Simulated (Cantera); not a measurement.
Charge: 1 mol BCl3, 3.4 mol O2, equilibrated at 898.15 K and 10.0 mbar.

Equilibrium computed with Cantera from the NASA thermochemical tables; the gas is ideal and each condensed phase is pure. Candidate condensed phases: B, B2O3; 18 gas species. Equilibrium is a limit: real reactors are often held back by kinetics, nucleation or transport.

Base state: O2 0.638, Cl2 0.361, Cl 0.000429 (mole fractions); condensed: B2O3(l).

Q: What changes in the equilibrium state with this change: pressure from 10.0 mbar to 17.0 Pa?

A: 
```csv
species,before,after
O2,0.638,0.638
Cl2,0.361,0.359
Cl,0.000429,0.00328
"B2O3(l), mol",0.500,0.500
```

Q: What changes in the equilibrium state with this change: BCl3 replaced by BF3?

A: 
```json
[
 {"species": "O2", "before": "0.638", "after": "0.773"},
 {"species": "BF3", "before": "0", "after": "0.227"},
 {"species": "Cl2", "before": "0.361", "after": "0"},
 {"species": "Cl", "before": "0.000429", "after": "0"},
 {"species": "B2O3(l), mol", "before": "0.500", "after": "0"}
]
```

Q: What changes in the equilibrium state with this change: O2 from 3.4 to 0.14 mol?

A: 
```tsv
species	before	after
BCl3	<1e-9	0.658
Cl2	0.361	0.256
B3O3Cl3	<1e-9	0.0854
O2	0.638	<1e-9
Cl	0.000429	0.000361
B2O3(l), mol	0.500	0
```
